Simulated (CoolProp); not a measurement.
Dodecamethylpentasiloxane (MD3M) along the isobar 0.101 MPa: density (kg/m³) from the reference equation and from simpler models built on Tc = 354.9 °C, pc = 0.9540 MPa, ω = 0.730; each cubic takes its own stable root.

Computed with CoolProp (reference Helmholtz-energy equation of state, Thol 2019).

```
T (°C)   phase  reference  van der Waals  Redlich-Kwong  Soave-Redlich-Kwong
------  ------  ---------  -------------  -------------  -------------------
202.55  liquid      687.7          10.50          10.73                610.4
212.15  liquid      676.2          10.26          10.46                599.6
221.85  liquid      664.3          10.03          10.21                587.9
231.45     gas      10.36          9.809          9.969                10.17
241.05     gas      10.07          9.600          9.743                9.916
250.65     gas      9.796          9.401          9.528                9.674
260.25     gas      9.545          9.210          9.323                9.445
269.95     gas      9.309          9.026          9.127                9.228
279.55     gas      9.092          8.851          8.941                9.024
289.15     gas      8.887          8.683          8.763                8.830
298.75     gas      8.695          8.522          8.593                8.647
308.35     gas      8.513          8.367          8.431                8.472
317.95     gas      8.340          8.217          8.275                8.305
327.65     gas      8.175          8.072          8.123                8.144
337.25     gas      8.019          7.934          7.979                7.992
346.85     gas      7.871          7.800          7.841                7.846
```

At some of these states van der Waals, Redlich-Kwong gives the other phase, because its saturation line lies elsewhere.
